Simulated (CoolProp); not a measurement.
Vapour-liquid equilibrium of propane (1) + benzene (2) at 314.5 K; x and y are mole fractions of (1).

Model: multi-fluid Helmholtz-energy mixture model, Lemmon 2009 and Thol 2012; pair parameters Bell 2016, in CoolProp.

```
x      bubble pressure, mixture model (MPa)  bubble pressure, Raoult's law (MPa)  y, mixture model  y, Raoult's law
-----  ------------------------------------  -----------------------------------  ----------------  ---------------
0.05                                 0.1472                              0.09511             0.825            0.743
0.125                                0.3002                               0.1991             0.915            0.887
0.2                                  0.4267                               0.3031             0.942            0.932
0.275                                0.5341                               0.4071             0.955            0.954
0.35                                 0.6282                               0.5112             0.963            0.967
0.425                                0.7137                               0.6152             0.968            0.976
0.5                                  0.7940                               0.7192             0.973            0.982
0.575                                0.8722                               0.8232             0.977            0.987
0.65                                 0.9509                               0.9272             0.980            0.990
0.725                                 1.033                                1.031             0.984            0.993
0.8                                   1.120                                1.135             0.988            0.995
0.875                                 1.217                                1.239             0.992            0.997
0.95                                  1.327                                1.343             0.996            0.999
```

The largest gap from Raoult's law is +54.8 % in bubble pressure, at x = 0.05. No azeotrope shows between x = 0.05 and 0.95.

Pair parameters are fitted to limited data, so mixtures are less certain than the pure fluids. The gap from Raoult's law changes sign with composition, which may be real or a fault of the pair parameters; it wasn't checked against measurements. With so large a gap from Raoult's law the liquid may split in two, which this calculation doesn't test in full.
